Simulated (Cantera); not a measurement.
Mixture: CH3OH : O2 : N2 : CO2 = 1 : 2.83 : 10.6 : 0.49 (molar parts), at 760 Torr, adiabatic and at constant volume. Ignition delay is the time to a rise of 400 K.

Cantera simulation using GRI-Mech 3.0 (53 species, 325 reactions); the numbers are that mechanism's predictions, not measurements. GRI-Mech 3.0 was tuned for natural gas; its chemistry of methanol as a main component is partial and can be far from experiment.

**Question.** Predict: delay at 1050 K; delay at 1150 K; delay at 1250 K; delay at 1350 K; apparent activation energy between 1300 and 1400 K.

**Answer.** 
| Quantity | Value |
|---|---|
| delay at 1050 K | 0.182 s |
| delay at 1150 K | 25.0 ms |
| delay at 1250 K | 4.82 ms |
| delay at 1350 K | 1.24 ms |
| apparent activation energy between 1300 and 1400 K | 190 kJ/mol |
